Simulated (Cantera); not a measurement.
Charge: 1 mol Fe3O4, 56 mol H2, 0.28 mol H2O, at 1 atm.

These are equilibrium values from Cantera (NASA tables, ideal gas, pure condensed phases), not measurements of a reactor. Candidate condensed phases: Fe, FeO, Fe(OH)2, Fe(OH)3, Fe2O3, Fe3O4, H2O; 12 gas species. Kinetics and transport are ignored.

Which condensed phases are stable at each of these points (T (°C)): 527, 602, 677, 752, 827, 902, 977, 1052, 1127?


```tsv
T (°C)	condensed phases	Fe condensed (%)
527	Fe(α)	100.0
602	Fe(α)	100.0
677	Fe(α)	100.0
752	Fe(α)	100.0
827	Fe(α)	100.0
902	Fe(α)	100.0
977	Fe(γ)	100.0
1052	Fe(γ)	100.0
1127	Fe(γ)	100.0
```

From 527 °C to 902 °C the condensed part is Fe(α). From 977 °C to 1127 °C the condensed part is Fe(γ).
